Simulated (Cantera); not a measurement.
# Equilibrium for carbothermic reduction: TiO2 + CO + H2

A closed system holds: 1 mol TiO2, 6.4 mol CO, 0.89 mol H2, equilibrated at 21.0 mbar.

These are equilibrium values from Cantera (NASA tables, ideal gas, pure condensed phases), not measurements of a reactor. Candidate condensed phases: C, C6H6, C7H8, C8H18, H2O, Ti, TiC, TiO, TiO2, Ti2O3, Ti3O5, Ti4O7; 113 gas species. Mutual solubility and eutectic melting of coexisting phases are not modelled. Condensed phases not in the tables: Magnéli phases beyond Ti4O7. Equilibrium is a limit: real reactors are often held back by kinetics, nucleation or transport.

```csv
T (°C),x CO,x H2,x CO2,x H2O,x H,n C(graphite),n TiO2(rutile),n Ti4O7(s),n Ti4O7(l)
727,0.868,0.122,0.00897,0.000881,5.48e-9,0.0709,1.00,0,0
827,0.876,0.122,0.00142,0.000201,6.23e-8,0.0117,1.00,0,0
927,0.877,0.122,0.000679,0.000130,4.76e-7,0,0.976,0.00588,0
1027,0.876,0.122,0.00149,0.000364,2.66e-6,0,0.946,0.0135,0
1127,0.875,0.121,0.00295,0.000888,1.17e-5,0,0.888,0.0280,0
1227,0.872,0.120,0.00540,0.00193,4.21e-5,0,0.786,0.0534,0
1327,0.869,0.118,0.00926,0.00379,0.000129,0,0.620,0.0951,0
1427,0.863,0.115,0.0150,0.00683,0.000345,0,0.364,0.159,0
1527,0.855,0.110,0.0230,0.0113,0.000821,0,0,0.250,0
1627,0.855,0.109,0.0223,0.0120,0.00181,0,0,0.250,0
1727,0.855,0.107,0.0217,0.0125,0.00368,0,0,0,0.250
1827,0.854,0.105,0.0212,0.0129,0.00697,0,0,0,0.250
1927,0.852,0.102,0.0207,0.0131,0.0124,0,0,0,0.250
```
x: gas mole fraction; n: condensed amount in mol.

From 727 °C to 827 °C the condensed part is C(graphite) + TiO2(rutile). From 927 °C to 1427 °C the condensed part is TiO2(rutile) + Ti4O7(s). From 1527 °C to 1627 °C the condensed part is Ti4O7(s). From 1727 °C to 1927 °C the condensed part is Ti4O7(l).
